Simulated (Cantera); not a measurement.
A perfectly stirred reactor is fed with 8.76 % H2, 91.2 % O2, at 1330 Pa; it is held at 1300 K, and followed from long to short residence time.

Model: the H2/O2 subset of GRI-Mech 3.0, which has no nitrogen chemistry, integrated in Cantera. Radical loss at walls, strong at low pressure, is not modelled. The temperature is held fixed by assumption; the heat of reaction is taken as removed at once.

x: mole fraction; the columns are a selection and need not sum to one.

```json
[
 {"τ (s)": "8.2", "x H2": "(withheld)", "x O2": "0.907", "x O": "0.00112", "x OH": "0.00118", "x HO2": "7.94e-7"},
 {"τ (s)": "2.0", "x H2": "(withheld)", "x O2": "0.905", "x O": "0.00284", "x OH": "0.00187", "x HO2": "1.43e-6"},
 {"τ (s)": "0.49", "x H2": "(withheld)", "x O2": "0.900", "x O": "0.00695", "x OH": "0.00292", "x HO2": "2.27e-6"},
 {"τ (s)": "0.12", "x H2": "(withheld)", "x O2": "0.890", "x O": "0.0158", "x OH": "0.00440", "x HO2": "3.14e-6"},
 {"τ (s)": "0.029", "x H2": "(withheld)", "x O2": "0.873", "x O": "0.0302", "x OH": "0.00609", "x HO2": "3.75e-6"},
 {"τ (s)": "0.0070", "x H2": "(withheld)", "x O2": "0.859", "x O": "0.0420", "x OH": "0.00759", "x HO2": "4.01e-6"},
 {"τ (s)": "0.0017", "x H2": "(withheld)", "x O2": "0.856", "x O": "0.0420", "x OH": "0.00926", "x HO2": "4.11e-6"}
]
```

Task: What belongs in the gaps?

Result: 
- 8.2, x H2: 7.62e-5
- 2.0, x H2: 0.000188
- 0.49, x H2: 0.000447
- 0.12, x H2: 0.00101
- 0.029, x H2: 0.00205
- 0.0070, x H2: 0.00391
- 0.0017, x H2: 0.00889
